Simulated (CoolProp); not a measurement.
Vapour-liquid equilibrium of R142b (1) + R113 (2) at 344.1 K; x and y are mole fractions of (1).

Model: multi-fluid Helmholtz-energy mixture model, Lemmon 2006 and Marx 1992; pair parameters Bell 2016, in CoolProp.

| x | bubble pressure (MPa) | y at the bubble point | dew pressure at overall composition x (MPa) | liquid density (mol/L) |
|---|---|---|---|---|
| 0.05 | 0.2606 | 0.230 | 0.2166 | 7.817 |
| 0.125 | 0.3385 | 0.438 | 0.2330 | 7.947 |
| 0.2 | 0.4134 | 0.565 | 0.2520 | 8.081 |
| 0.275 | 0.4853 | 0.653 | 0.2743 | 8.218 |
| 0.35 | 0.5546 | 0.718 | 0.3007 | 8.357 |
| 0.425 | 0.6217 | 0.768 | 0.3325 | 8.501 |
| 0.5 | 0.6871 | 0.810 | 0.3715 | 8.647 |
| 0.575 | 0.7515 | 0.845 | 0.4202 | 8.798 |
| 0.65 | 0.8155 | 0.876 | 0.4824 | 8.954 |
| 0.725 | 0.8798 | 0.905 | 0.5635 | 9.114 |
| 0.8 | 0.9452 | 0.931 | 0.6709 | 9.280 |
| 0.875 | 1.013 | 0.957 | 0.8131 | 9.452 |
| 0.95 | 1.083 | 0.983 | 0.9935 | 9.632 |

No azeotrope shows between x = 0.05 and 0.95.

The pair parameters rest on a limited set of measurements; away from them the model extrapolates.
